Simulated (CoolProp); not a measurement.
Properties of sulfur hexafluoride along the isotherm 347.8 K.

Values from CoolProp's reference Helmholtz-energy equation of state, Guder 2009.

| p (MPa) | phase | density (kg/m³) | cv (kJ/(kg K)) | speed of sound (m/s) |
|---|---|---|---|---|
| 0.626 | gas | ___ | 0.6850 | 141.3 |
| 1.25 | gas | 69.20 | 0.6905 | 135.9 |
| 1.88 | gas | 109.9 | 0.6969 | 130.1 |
| 2.5 | gas | 155.3 | 0.7043 | 124.0 |
| 3.13 | gas | 208.7 | 0.7131 | 117.5 |
| 3.75 | gas | 271.7 | ___ | 110.8 |
| 4.38 | supercritical | 351.6 | 0.7360 | 104.1 |
| 5.01 | supercritical | 456.3 | 0.7498 | ___ |
| 5.63 | supercritical | 591.8 | 0.7606 | 96.84 |

### Question
Fill in the missing entries.

### Answer

- 0.626, density (kg/m³): 33.03
- 3.75, cv (kJ/(kg K)): 0.7235
- 5.01, speed of sound (m/s): 98.50
